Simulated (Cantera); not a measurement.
SiCl4 + Cl2 + H2 (silicon epitaxy and polysilicon growth)

A closed system holds: 1 mol SiCl4, 0.0086 mol Cl2, 18 mol H2, equilibrated at 0.100 bar.

These are equilibrium values from Cantera (NASA tables, ideal gas, pure condensed phases), not measurements of a reactor. Candidate condensed phases: Si; 19 gas species. The tables' values for SiCl3 are old estimates; treat these amounts as uncertain. Rates play no part.

```json
[
 {"T (K)": "948", "log p H2": "-1.03", "log p HCl": "-2.85", "log p SiCl2": "-5.02", "log p SiCl4": "-2.40", "log p SiHCl3": "-2.92", "log p SiCl3": "-4.48", "log p SiH2Cl2": "-4.44", "n Si(s)": "0"},
 {"T (K)": "1023", "log p H2": "-1.03", "log p HCl": "-2.71", "log p SiCl2": "-4.14", "log p SiCl4": "-2.45", "log p SiHCl3": "-2.84", "log p SiCl3": "-3.96", "log p SiH2Cl2": "-4.19", "n Si(s)": "0.000834"},
 {"T (K)": "1098", "log p H2": "-1.04", "log p HCl": "-2.48", "log p SiCl2": "-3.62", "log p SiCl4": "-2.50", "log p SiHCl3": "-2.89", "log p SiCl3": "-3.64", "log p SiH2Cl2": "-4.21", "n Si(s)": "0.0516"},
 {"T (K)": "1173", "log p H2": "-1.04", "log p HCl": "-2.30", "log p SiCl2": "-3.20", "log p SiCl4": "-2.60", "log p SiHCl3": "-2.98", "log p SiCl3": "-3.39", "log p SiH2Cl2": "-4.25", "n Si(s)": "0.101"},
 {"T (K)": "1248", "log p H2": "-1.05", "log p HCl": "-2.16", "log p SiCl2": "-2.86", "log p SiCl4": "-2.77", "log p SiHCl3": "-3.12", "log p SiCl3": "-3.24", "log p SiH2Cl2": "-4.33", "n Si(s)": "0.131"},
 {"T (K)": "1323", "log p H2": "-1.06", "log p HCl": "-2.06", "log p SiCl2": "-2.63", "log p SiCl4": "-3.03", "log p SiHCl3": "-3.33", "log p SiCl3": "-3.20", "log p SiH2Cl2": "-4.46", "n Si(s)": "0.132"},
 {"T (K)": "1398", "log p H2": "-1.07", "log p HCl": "-2.01", "log p SiCl2": "-2.49", "log p SiCl4": "-3.41", "log p SiHCl3": "-3.61", "log p SiCl3": "-3.26", "log p SiH2Cl2": "-4.65", "n Si(s)": "0.114"},
 {"T (K)": "1473", "log p H2": "-1.07", "log p HCl": "-1.99", "log p SiCl2": "-2.41", "log p SiCl4": "-3.84", "log p SiHCl3": "-3.95", "log p SiCl3": "-3.39", "log p SiH2Cl2": "-4.86", "n Si(s)": "0.0926"},
 {"T (K)": "1548", "log p H2": "-1.07", "log p HCl": "-1.98", "log p SiCl2": "-2.37", "log p SiCl4": "-4.29", "log p SiHCl3": "-4.29", "log p SiCl3": "-3.55", "log p SiH2Cl2": "-5.08", "n Si(s)": "0.0738"}
]
```
log p: log10 of the partial pressure in bar; n: condensed amount in mol.

At 948 K nothing is condensed. From 1023 K to 1548 K the condensed part is Si(s). The main Si-bearing gas is SiCl4 at 948 K and SiCl2 at 1548 K. The share of Si in condensed phases is highest at 1323 K (13.2 %) and lowest at 948 K (0.0 %).
